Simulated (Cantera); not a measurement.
A Cantera script and what it prints.

```python
import numpy as np
import cantera as ct

gas_names = """
    Fe FeO Fe(OH)2 H HO2 H2 H2O H2O2 H2S H2SO4 O OH O2 O3 S SH SO SO2 SO3 S2 S2O S8
""".split()
cond_names = """
    Fe(a) Fe(c) Fe(d) Fe(L) FeO(s) FeO(L) Fe(OH)2(s) Fe(OH)3(s) FeS(a) FeS(b) FeS(c) FeS(L) FeSO4(s)
    FeS2(s) Fe2O3(s) Fe2S3O12(s) Fe3O4(s) H2O(s) H2O(L) H2SO4(L) S(cr1) S(cr2) S(L)
""".split()


# ... load() reads the species with a 1 bar reference pressure and builds the phases ...
atoms = {
    'FeS2': {'Fe': 1, 'S': 2},
    'O2': {'O': 2},
    'H2O': {'H': 2, 'O': 1},
}
top_T = {'FeSO4(s)': 950, 'FeS2(s)': 1010, 'Fe2O3(s)': 1830, 'Fe2S3O12(s)': 1100, 'Fe3O4(s)': 1870}  # K; cautious upper limits of use, not melting points


# ... equilibrate(T, P, feed) seeds the gas with the atoms and calls Mixture.equilibrate('TP', solver="vcs", rtol=1e-11, max_steps=5000) ...
results = []
feed = {'FeS2': 1, 'O2': 0.28, 'H2O': 2.7}  # mol
T = 725  # K
P = 1400  # Pa
mix = equilibrate(T, P, feed)
results.append((T, P, feed, dict(zip(mix.species_names, mix.species_moles))))
x = sorted(zip(gas.X, gas.species_names), reverse=True)
print(f"T = {T:g} K  P = {P:g} Pa  gas = {mix.phase_moles(0):.4g} mol")
print("   x: " + "  ".join(f"{s} {v:.3e}" for v, s in x if v > 1e-06))
print("   condensed (mol): " + ("  ".join(f"{mix.phase(i).name} {mix.phase_moles(i):.4g}"
      for i in range(1, mix.n_phases) if mix.phase_moles(i) > 1e-12) or "none"))
```

It prints:

```
T = 725 K  P = 1400 Pa  gas = 2.913 mol
   x: H2O 9.224e-01  SO2 7.249e-02  H2S 4.403e-03  S2 4.604e-04  H2 2.175e-04  S2O 2.032e-05
   condensed (mol): FeS2(s) 0.8866  Fe3O4(s) 0.03779
```

Method: chemical equilibrium by Gibbs-energy minimisation in Cantera with the NASA 1993 tables (ideal gas, pure condensed phases). Gases not in the tables: S3 to S7.
